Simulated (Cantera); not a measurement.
An adiabatic, constant-pressure homogeneous reactor starts with H₂ : O₂ : N₂ = 1 : 0.33 : 3.69 (molar parts), equivalence ratio 1.5, at 1123 K and 4350 Torr.

Detailed kinetics in Cantera: the H2/O2 subset of GRI-Mech 3.0, which has no nitrogen chemistry. The hydrogen kinetics of GRI-Mech 3.0 are dated; newer H2 mechanisms differ, most at raised pressure.

x: mole fraction; the columns are a selection and need not sum to one.

| t (s) | T (K) | x H₂ | x O₂ | x H₂O₂ | x OH | x H₂O |
|---|---|---|---|---|---|---|
| 2.00e-6 | 1123 | 0.199 | 0.0657 | 1.21e-11 | 5.68e-11 | 1.33e-9 |
| 4.43e-6 | 1123 | 0.199 | 0.0657 | 8.00e-11 | 1.05e-10 | 6.00e-9 |
| 9.80e-6 | 1123 | 0.199 | 0.0657 | 5.49e-10 | 1.64e-10 | 2.32e-8 |
| 2.17e-5 | 1123 | 0.199 | 0.0657 | 3.62e-9 | 2.29e-10 | 7.80e-8 |
| 4.80e-5 | 1123 | 0.199 | 0.0657 | 2.28e-8 | 4.02e-10 | 2.66e-7 |
| 0.000106 | 1123 | 0.199 | 0.0657 | 1.67e-7 | ? | 1.33e-6 |
| 0.000235 | 1123 | 0.199 | 0.0657 | 3.59e-6 | ? | 2.38e-5 |
| 0.000521 | 2068 | 0.0720 | 3.36e-6 | 5.42e-9 | ? | 0.140 |
| 0.00115 | 2075 | 0.0723 | 2.55e-7 | 4.82e-10 | ? | 0.141 |
| 0.00255 | 2075 | 0.0724 | 1.65e-7 | 3.26e-10 | 6.66e-5 | 0.141 |
| 0.00565 | 2075 | 0.0724 | 1.64e-7 | 3.24e-10 | 6.64e-5 | 0.141 |
| 0.0125 | 2075 | 0.0724 | 1.64e-7 | 3.24e-10 | 6.64e-5 | 0.141 |
| 0.0277 | 2075 | 0.0724 | 1.64e-7 | 3.24e-10 | 6.64e-5 | 0.141 |
| 0.0612 | 2075 | 0.0724 | 1.64e-7 | 3.24e-10 | 6.64e-5 | 0.141 |
| 0.136 | 2075 | 0.0724 | 1.64e-7 | 3.24e-10 | 6.64e-5 | 0.141 |
| 0.300 | 2075 | 0.0724 | 1.64e-7 | 3.24e-10 | 6.64e-5 | 0.141 |

Q: What belongs in the gaps?

A: 
- 0.000106, x OH: 1.37e-9
- 0.000235, x OH: 2.40e-8
- 0.000521, x OH: 0.000280
- 0.00115, x OH: 8.11e-5
